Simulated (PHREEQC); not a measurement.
Consider water at 30 °C with 0.26 mol/kgw HF, 0.00081 mol/kgw H2SiF6 and 0.021 mol/kgw H3PO4. Closed to the air; pH follows from the charge balance.

Computed with PHREEQC (ion-association model, phreeqc.dat).

No solid was allowed to form.

Q: Order these F species by the share of F that they hold, largest first: SiF6-2, HF2-, HF, F-.

A: HF (89 %), HF2- (5.9 %), F- (3.1 %), SiF6-2 (1.8 %)

The pH is 1.69 and the ionic strength 0.0240 mol/kgw. Complexes and solids missing from the database can't appear. SiF6-2 is the database's only silicon fluoride.
